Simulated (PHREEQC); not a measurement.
**Nickel, zinc or cadmium bath (model solution)**

A solution holds 0.033 mol/kgw CdSO4, 0.2 mol/kgw NaCl and 0.00024 mol/kgw H2SO4, at 60 °C. It is in equilibrium with CO2 at log p = -3.4 (atm). Otherwise closed; pH follows from the charge balance.

The numbers come from PHREEQC with the ion-association model, phreeqc.dat.

Precipitation was switched off in this run.

Question: Predict the pH, activity of water.

Answer: pH 3.81; activity of water 0.993.

Question: In which forms is Cd present?

Answer: CdCl+ 56 %, CdCl2 20 %, Cd+2 12 %, CdSO4 6.5 %, CdCl3- 3.4 %, Cd(SO4)2-2 1.3 % of the Cd.

At this temperature some constants are extrapolated from 25 °C, and those without enthalpy data are left unchanged.
